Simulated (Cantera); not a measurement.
Thermodynamics of silicon etching in halogen gases, feed Si + F2 + H2

Input: 1 mol Si, 2.3 mol F2, 0.28 mol H2, held at 525 °C and 2.90 Pa.

Method: chemical equilibrium by Gibbs-energy minimisation in Cantera with the NASA 1993 tables (ideal gas, pure condensed phases). Candidate condensed phases: Si; 25 gas species. Kinetics and transport are ignored.

```yaml
x(SiF4): 0.625
x(HF): 0.350
x(F): 0.0245
x(F2): 0.000266
gas_amount: 1.600 mol
log10 activity of Si(s) (absent): -86.72
```
